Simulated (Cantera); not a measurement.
# Si + NF₃ + N₂ (silicon etching in halogen gases)

Charge: 1 mol Si, 2.7 mol NF₃, 6.3 mol N₂, held at 0.510 bar.

Method: chemical equilibrium by Gibbs-energy minimisation in Cantera with the NASA 1993 tables (ideal gas, pure condensed phases). Candidate condensed phases: Si, Si₃N₄; 16 gas species. Equilibrium is a limit: real reactors are often held back by kinetics, nucleation or transport.

```tsv
T (K)	log p N₂	log p F	log p F₂	log p NF₃	log p SiF₄	log p NF₂
573	-0.42	-6.06	-3.75	-1.13	-1.26	-9.68
623	-0.42	-5.15	-3.11	-1.13	-1.26	-8.79
673	-0.42	-4.37	-2.57	-1.14	-1.26	-8.04
723	-0.42	-3.70	-2.11	-1.16	-1.27	-7.40
773	-0.42	-3.14	-1.74	-1.22	-1.27	-6.87
823	-0.43	-2.66	-1.46	-1.33	-1.28	-6.45
873	-0.43	-2.26	-1.26	-1.52	-1.30	-6.13
923	-0.44	-1.95	-1.16	-1.78	-1.31	-5.92
973	-0.44	-1.69	-1.12	-2.11	-1.32	-5.78
1023	-0.45	-1.48	-1.13	-2.47	-1.33	-5.71
1073	-0.46	-1.30	-1.18	-2.84	-1.34	-5.67
1123	-0.47	-1.16	-1.25	-3.24	-1.35	-5.68
1173	-0.48	-1.05	-1.35	-3.65	-1.36	-5.71
```
log p: log10 of the partial pressure in bar; nothing condenses.

From 573 K to 1173 K nothing is condensed. The main Si-bearing gas is SiF₄ throughout.
